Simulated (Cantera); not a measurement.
Iron carbonyl, mercury and lead vapours: Hg + N₂ + O₂

Feed: 1 mol Hg, 0.19 mol N₂, 0.4 mol O₂, equilibrated at 975 °C and 1 atm.

Method: chemical equilibrium by Gibbs-energy minimisation in Cantera with the NASA 1993 tables (ideal gas, pure condensed phases). Candidate condensed phases: Hg, HgO; 10 gas species. The numbers say what is thermodynamically allowed, not how fast it happens.

| Quantity | Result |
|---|---|
| x(Hg) | 0.629 |
| x(O₂) | 0.252 |
| x(N₂) | 0.119 |
| x(NO) | 0.000119 |
| x(NO₂) | 1.77e-6 |
| gas amount | 1.590 mol |
| log10 activity of Hg(l) (absent) | -2.56 |
